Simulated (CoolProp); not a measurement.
Vapour pressure (kPa) of R1234yf: the reference equation beside estimates from Tc = 94.7 °C, pc = 3384 kPa, ω = 0.276.

Computed with CoolProp (reference Helmholtz-energy equation of state, Lemmon 2022).

```csv
T (°C),reference,Lee-Kesler,Redlich-Kwong,Soave-Redlich-Kwong
-87.75,2.925,2.752,8.532,2.828
-74.85,7.944,7.565,20.46,7.722
-61.95,18.69,18.04,42.97,18.29
-49.05,39.18,38.30,81.19,38.59
-36.15,74.77,73.90,141.0,74.10
-23.25,132.1,131.7,228.7,131.7
-10.35,218.9,219.6,350.7,219.5
2.55,344.1,346.4,513.5,346.6
15.45,517.3,521.5,723.4,523.1
28.35,749.2,754.9,986.5,760.0
41.25,1051,1058,1308,1069
54.15,1436,1442,1695,1461
67.05,1919,1924,2151,1950
79.95,2517,2523,2681,2548
```

Absolute difference from the reference over all 14 rows, mean and median: Lee-Kesler 1.6 and 0.7 %, Redlich-Kwong 70.7 and 54.7 %, Soave-Redlich-Kwong 1.5 and 1.5 %.
